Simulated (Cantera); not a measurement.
Source: NASA polynomial tables (part measured, part estimated), evaluated in Cantera. Values are per mole of reaction as written; species without (g) are pure solids or liquids, kept so even where they would boil at 1 bar. VN: taken at fixed stoichiometry.

Between 300 and 1548 K, where is each reaction favourable under standard conditions?
- 2 V₂O₃ + 4 N(g) ⇌ 3 O₂(g) + 4 VN


- 2 V₂O₃ + 4 N(g) ⇌ 3 O₂(g) + 4 VN: ΔG° is -308 kJ at 300 K and -188 kJ at 1548 K; it stays negative (K > 1). ΔH° is -378 kJ and ΔS° -122 J/K at 1548 K.
